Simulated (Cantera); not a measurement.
A perfectly stirred reactor is fed with CH4 : O2 : N2 = 1 : 3.12 : 11.8 (molar parts), equivalence ratio 0.64, at 10.0 bar; it is adiabatic with a 350 K inlet, and is followed from long to short residence time, starting on the burning branch (τ in s: 0.36, 0.13, 0.044, 0.015, 0.0052, 0.0018, 0.00063, 0.00022, 7.6e-05, 2.6e-05, 9.2e-06).

Model: GRI-Mech 3.0 (53 species, 325 reactions), integrated in Cantera.

What does this change do: 0.14 parts CO2 added?


```
quantity                                                                        before                                 after
------------------------------------------------  ------------------------------------  ------------------------------------
blow-out, bracketed by the residence times tried  burning at 0.630 ms, out at 0.220 ms  burning at 0.630 ms, out at 0.220 ms
x(CH4) at τ = 0.360 s                                                          1.66e-6                               1.86e-6
x(O2) at τ = 0.360 s                                                            0.0703                                0.0697
x(HO2) at τ = 0.360 s                                                          1.02e-6                               9.52e-7
x(CO2) at τ = 0.360 s                                                           0.0628                                0.0709
x(NO) at τ = 0.360 s                                                           2.81e-5                               2.06e-5
x(CH4) at τ = 1.80 ms                                                         0.000114                              0.000126
x(O2) at τ = 1.80 ms                                                            0.0712                                0.0707
x(HO2) at τ = 1.80 ms                                                          1.28e-5                               1.40e-5
x(CO2) at τ = 1.80 ms                                                           0.0610                                0.0690
x(NO) at τ = 1.80 ms                                                           4.03e-6                               3.42e-6
```
